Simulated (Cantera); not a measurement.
What does this Cantera script print?

```python
import numpy as np
import cantera as ct

gas = ct.Solution("gri30.yaml")


def delay(T, t_max=10):
    gas.TPX = T, 960000, {'CH4': 1, 'C2H6': 0.11, 'O2': 1.4, 'N2': 5.28}
    reactor = ct.IdealGasConstPressureReactor(gas, clone=False)
    net = ct.ReactorNet([reactor])
    net.rtol, net.atol = 1e-8, 1e-16
    while net.time < t_max:
        t_old, T_old = net.time, reactor.T
        net.step()
        if reactor.T > T + 400:  # ignition: a rise of 400 K
            return t_old + (T + 400 - T_old) / (reactor.T - T_old) * (net.time - t_old)
    return np.nan


taus = []
for T in [1025, 1125, 1225, 1325, 1425, 1525, 1625]:
    taus.append(delay(T))
    print(f"T0 = {T:6g} K   tau = {taus[-1]:.4e} s")
```

It prints:

```
T0 =   1025 K   tau = 1.1505e-02 s
T0 =   1125 K   tau = 2.3891e-03 s
T0 =   1225 K   tau = 7.4524e-04 s
T0 =   1325 K   tau = 2.8726e-04 s
T0 =   1425 K   tau = 1.2076e-04 s
T0 =   1525 K   tau = 5.2816e-05 s
T0 =   1625 K   tau = 2.4139e-05 s
```

Model: GRI-Mech 3.0 (53 species, 325 reactions), integrated in Cantera.
